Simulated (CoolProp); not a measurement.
R22 along the isobar 841 kPa: Z from the reference equation and from simpler models built on Tc = 96.1 °C, pc = 4990 kPa, ω = 0.221; each cubic takes its own stable root.

Model: reference Helmholtz-energy equation of state, Kamei 1995, in CoolProp.

```json
[
 {"T (°C)": "-32.45", "phase": "liquid", "reference": "0.02621", "van der Waals": "0.04350", "Redlich-Kwong": "0.02973", "Soave-Redlich-Kwong": "0.02887", "Peng-Robinson": "0.02554"},
 {"T (°C)": "-12.45", "phase": "liquid", "reference": "0.02533", "van der Waals": "0.8718", "Redlich-Kwong": "0.02898", "Soave-Redlich-Kwong": "0.02801", "Peng-Robinson": "0.02473"},
 {"T (°C)": "7.45", "phase": "liquid", "reference": "0.02480", "van der Waals": "0.8943", "Redlich-Kwong": "0.02877", "Soave-Redlich-Kwong": "0.02765", "Peng-Robinson": "0.02438"},
 {"T (°C)": "27.35", "phase": "gas", "reference": "0.8679", "van der Waals": "0.9114", "Redlich-Kwong": "0.8874", "Soave-Redlich-Kwong": "0.8793", "Peng-Robinson": "0.8717"},
 {"T (°C)": "47.35", "phase": "gas", "reference": "0.8976", "van der Waals": "0.9249", "Redlich-Kwong": "0.9078", "Soave-Redlich-Kwong": "0.9030", "Peng-Robinson": "0.8958"},
 {"T (°C)": "67.25", "phase": "gas", "reference": "0.9184", "van der Waals": "0.9356", "Redlich-Kwong": "0.9234", "Soave-Redlich-Kwong": "0.9210", "Peng-Robinson": "0.9141"},
 {"T (°C)": "87.25", "phase": "gas", "reference": "0.9339", "van der Waals": "0.9443", "Redlich-Kwong": "0.9357", "Soave-Redlich-Kwong": "0.9350", "Peng-Robinson": "0.9285"},
 {"T (°C)": "107.15", "phase": "gas", "reference": "0.9456", "van der Waals": "0.9515", "Redlich-Kwong": "0.9455", "Soave-Redlich-Kwong": "0.9462", "Peng-Robinson": "0.9400"},
 {"T (°C)": "127.15", "phase": "gas", "reference": "0.9549", "van der Waals": "0.9575", "Redlich-Kwong": "0.9534", "Soave-Redlich-Kwong": "0.9552", "Peng-Robinson": "0.9494"},
 {"T (°C)": "147.05", "phase": "gas", "reference": "0.9622", "van der Waals": "0.9626", "Redlich-Kwong": "0.9599", "Soave-Redlich-Kwong": "0.9625", "Peng-Robinson": "0.9570"},
 {"T (°C)": "167.05", "phase": "gas", "reference": "0.9682", "van der Waals": "0.9669", "Redlich-Kwong": "0.9653", "Soave-Redlich-Kwong": "0.9686", "Peng-Robinson": "0.9634"},
 {"T (°C)": "186.95", "phase": "gas", "reference": "0.9731", "van der Waals": "0.9705", "Redlich-Kwong": "0.9699", "Soave-Redlich-Kwong": "0.9736", "Peng-Robinson": "0.9687"},
 {"T (°C)": "206.95", "phase": "gas", "reference": "0.9772", "van der Waals": "0.9737", "Redlich-Kwong": "0.9737", "Soave-Redlich-Kwong": "0.9779", "Peng-Robinson": "0.9732"},
 {"T (°C)": "226.85", "phase": "gas", "reference": "0.9806", "van der Waals": "0.9765", "Redlich-Kwong": "0.9770", "Soave-Redlich-Kwong": "0.9814", "Peng-Robinson": "0.9770"}
]
```

At some of these states van der Waals gives the other phase, because its saturation line lies elsewhere.
